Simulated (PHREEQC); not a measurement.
Synthetic water in mg/L, 35 °C, pH 8.11, pe 11.6: Na 64.7; K 58.6; Ca 54.9; Mg 36.6; Cl 67.6; S(6) as SO4 371; Alkalinity as HCO3 34.2; Pb 1.18; B 0.016.

Na is adjusted to close the charge balance.
Valence states are taken as typed.

Model: ion-association model, phreeqc.dat, run in PHREEQC.

Precipitation was switched off in this run.

Question: Order these S species by the share of S that they hold, largest first: KSO4-, SO4-2, MgSO4, NaSO4-, CaSO4.

Answer: SO4-2 (81 %), MgSO4 (10 %), CaSO4 (6.7 %), NaSO4- (0.78 %), KSO4- (0.62 %)

The pH is 8.11 and the ionic strength 0.0141 mol/kgw. Examples of supersaturated solids here: Pb(OH)2, Cerussite. Others may be too.
